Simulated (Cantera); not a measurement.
A closed system holds: 1 mol Fe2O3, 16 mol HCl, 54 mol N2, equilibrated at 1.00 Torr.

Cantera equilibrium calculation (NASA polynomials, part measured and part estimated; ideal gas, pure solids and liquids). Candidate condensed phases: Fe, FeCl2, FeCl3, FeO, Fe(OH)2, Fe(OH)3, Fe2O3, Fe3O4, H2O, NH4Cl; 37 gas species. Equilibrium is a limit: real reactors are often held back by kinetics, nucleation or transport.

x: gas mole fraction; n: condensed amount in mol.

| T (°C) | x N2 | x HCl | x H2O | x FeCl2 | x Cl | n Fe3O4(s) |
|---|---|---|---|---|---|---|
| 1000 | 0.766 | 0.183 | 0.0221 | 0.0193 | 0.00434 | 0.208 |
| 1050 | 0.766 | 0.173 | ___ | ___ | ___ | ___ |
| 1100 | 0.765 | 0.163 | 0.0317 | 0.0282 | ___ | 0 |
| 1150 | 0.764 | 0.161 | 0.0326 | 0.0283 | 0.00840 | 0 |
| 1200 | 0.764 | 0.159 | 0.0335 | 0.0283 | 0.0105 | 0 |
| 1250 | 0.763 | 0.157 | 0.0346 | 0.0283 | 0.0127 | 0 |
| 1300 | 0.763 | 0.154 | 0.0356 | 0.0282 | 0.0150 | 0 |
| 1350 | 0.762 | 0.152 | 0.0367 | 0.0282 | 0.0174 | 0 |
| 1400 | 0.762 | 0.150 | 0.0376 | 0.0282 | 0.0197 | 0 |
| 1450 | 0.761 | 0.147 | 0.0383 | 0.0282 | 0.0221 | 0 |
| 1500 | 0.760 | 0.144 | 0.0388 | 0.0281 | 0.0246 | 0 |
| 1550 | 0.759 | 0.142 | 0.0389 | 0.0280 | 0.0274 | 0 |

Task: What belongs in the gaps?

Result: 
- 1050, x H2O: 0.0269
- 1050, x FeCl2: 0.0239
- 1050, x Cl: 0.00539
- 1050, n Fe3O4(s): 0.103
- 1100, x Cl: 0.00656
